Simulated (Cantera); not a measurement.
Charge: 1 mol Si, 2.7 mol F2, 88 mol H2, held at 727 °C and 90.0 Pa.

Cantera equilibrium calculation (NASA polynomials, part measured and part estimated; ideal gas, pure solids and liquids). Candidate condensed phases: Si; 25 gas species. The numbers say what is thermodynamically allowed, not how fast it happens.

Base state: H2 0.973, HF 0.0156, SiF4 0.0111 (mole fractions); condensed: gas only.

Problem. What changes in the equilibrium state with this change: 1.6 mol NH3 added?

Solution. 
```
species  before    after
-------  ------  -------
H2        0.973    0.966
HF       0.0156   0.0151
SiF4     0.0111   0.0108
N2            0  0.00861
```
Further candidate phases: Si3N4.
